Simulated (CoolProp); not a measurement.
The numbers come from the reference Helmholtz-energy equation of state, Lemmon 2006 in CoolProp. It is a short technical equation, of lower accuracy than the large ones.

**Question.** Give the vapour pressure (MPa), liquid density (kg/m³), vapour density (kg/m³), enthalpy of vaporisation (kJ/kg) of saturated carbon monoxide at -162.15, -156.65, -148.35 °C.

**Answer.** 
| T (°C) | p (MPa) | liquid density (kg/m³) | vapour density (kg/m³) | enthalpy of vaporisation (kJ/kg) |
|---|---|---|---|---|
| -162.15 | 1.13 | 641 | 44.5 | 158 |
| -156.65 | 1.56 | 603 | 63.1 | 142 |
| -148.35 | 2.39 | 529 | 108 | 107 |
